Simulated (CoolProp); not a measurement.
Sulfur hexafluoride along the isobar 1000 kPa: fugacity coefficient from the reference equation and from simpler models built on Tc = 45.6 °C, pc = 3755 kPa, ω = 0.210; each cubic takes its own stable root.

Values from CoolProp's reference Helmholtz-energy equation of state, Guder 2009.

| T (°C) | phase | reference | van der Waals | Redlich-Kwong | Soave-Redlich-Kwong | Peng-Robinson |
|---|---|---|---|---|---|---|
| -28.85 | liquid | 0.4663 | 0.8519 | 0.5979 | 0.4772 | 0.4687 |
| -11.95 | liquid | 0.7561 | 0.8734 | 0.8427 | 0.7717 | 0.7555 |
| 4.95 | gas | 0.8618 | 0.8909 | 0.8682 | 0.8625 | 0.8526 |
| 21.95 | gas | 0.8864 | 0.9053 | 0.8886 | 0.8856 | (withheld) |
| 38.85 | gas | 0.9055 | 0.9172 | 0.9050 | 0.9043 | 0.8950 |
| 55.75 | gas | 0.9207 | 0.9272 | 0.9185 | 0.9195 | 0.9105 |
| 72.65 | gas | 0.9331 | 0.9357 | (withheld) | 0.9321 | 0.9235 |
| 89.55 | gas | 0.9432 | 0.9429 | 0.9389 | 0.9425 | 0.9343 |
| 106.45 | gas | 0.9516 | (withheld) | 0.9467 | 0.9513 | 0.9434 |
| 123.35 | gas | 0.9586 | 0.9545 | 0.9534 | 0.9587 | 0.9512 |
| 140.35 | gas | 0.9646 | 0.9592 | 0.9591 | 0.9650 | 0.9578 |

Some entries are withheld; supply them.


- 21.95, Peng-Robinson: 0.8761
- 72.65, Redlich-Kwong: 0.9296
- 106.45, van der Waals: 0.9491

At some of these states van der Waals, Redlich-Kwong gives the other phase, because its saturation line lies elsewhere.
